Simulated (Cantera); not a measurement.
A perfectly stirred reactor is fed with CH₄ : O₂ : N₂ = 1 : 1.1 : 6.84 (molar parts), at 9.87 atm; it is adiabatic with a 625 K inlet, and is followed from long to short residence time, starting on the burning branch (τ in s: 0.092, 0.043, 0.02, 0.0095, 0.0045, 0.0021, 0.00098, 0.00046, 0.00022, 0.0001, 4.7e-05, 2.2e-05, 1e-05).

Model: GRI-Mech 3.0 (53 species, 325 reactions), integrated in Cantera.

x: mole fraction; the columns are a selection and need not sum to one.

```csv
τ (s),T (K),x CH₄,x O₂,x H,x CO,x CH₃
0.092,1688,0.0143,0.000787,___,0.0474,6.75e-5
0.043,1691,0.0163,0.00145,___,0.0457,9.30e-5
0.020,1688,0.0183,0.00265,___,0.0452,0.000125
0.0095,1673,0.0205,0.00478,1.69e-5,0.0460,0.000160
0.0045,1636,0.0234,0.00898,1.73e-5,0.0477,0.000193
0.0021,625,0.112,0.123,<1e-12,<1e-12,<1e-12
0.00098,625,0.112,0.123,<1e-12,<1e-12,<1e-12
0.00046,625,0.112,0.123,<1e-12,<1e-12,<1e-12
0.00022,625,0.112,0.123,<1e-12,<1e-12,<1e-12
0.00010,625,0.112,0.123,<1e-12,<1e-12,<1e-12
4.7e-5,625,0.112,0.123,<1e-12,<1e-12,<1e-12
2.2e-5,625,0.112,0.123,<1e-12,<1e-12,<1e-12
1.0e-5,625,0.112,0.123,<1e-12,<1e-12,<1e-12
```

**Question.** Complete the blanks.

**Answer.** 
- 0.092, x H: 1.26e-5
- 0.043, x H: 1.40e-5
- 0.020, x H: 1.55e-5
